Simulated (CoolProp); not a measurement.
Computed with CoolProp (reference Helmholtz-energy equation of state, Lemmon 2006). It is a short technical equation, of lower accuracy than the large ones.

For toluene, give the phase and the cp (kJ/(kg K)), speed of sound (m/s), expansivity (1/kK) at 425.1 K and 0.309 MPa; 483.5 K and 0.309 MPa.


- 425.1 K and 0.309 MPa: liquid; cp 2.17, speed of sound 804, expansivity 1.55
- 483.5 K and 0.309 MPa: gas; cp 1.85, speed of sound 203, expansivity 2.51
